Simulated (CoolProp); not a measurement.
Vapour-liquid equilibrium of propane (1) + R152A (2) at 44.45 °C; x and y are mole fractions of (1).

Model: multi-fluid Helmholtz-energy mixture model, Lemmon 2009 and Outcalt 1996; pair parameters Bell 2016, in CoolProp.

```csv
x,bubble pressure (bar),y at the bubble point,dew pressure at overall composition x (bar),liquid density (mol/L)
0.05,11.44,0.127,10.68,12.60
0.125,12.95,0.260,11.42,12.26
0.2,14.14,0.354,12.24,11.95
0.275,15.06,0.425,13.13,11.66
0.35,15.77,0.482,14.08,11.39
0.425,16.30,0.532,15.06,11.14
0.5,16.69,0.576,15.97,10.93
0.575,16.96,0.620,16.68,10.75
0.65,17.09,0.664,17.06,10.61
0.725,17.09,0.712,17.07,10.50
0.8,16.92,0.768,16.76,10.44
0.875,16.54,0.835,16.24,10.41
0.95,15.84,0.923,15.61,10.40
```

y crosses x between x = 0.65 and 0.725: the model has an azeotrope there.

Pair parameters are fitted to limited data, so mixtures are less certain than the pure fluids.
